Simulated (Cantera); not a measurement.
Feed: 1 mol Si, 3.7 mol F2, 0.86 mol NF3, equilibrated at 1.00 bar.

These are equilibrium values from Cantera (NASA tables, ideal gas, pure condensed phases), not measurements of a reactor. Candidate condensed phases: Si, Si3N4; 16 gas species. Kinetics and transport are ignored.

**Question.** At 1052 °C, list the 5 most abundant gas species with their mole fractions, and the condensed phases.

**Answer.** F 0.537, F2 0.226, SiF4 0.166, N2 0.0711, NF3 0.000270. Condensed: gas only.
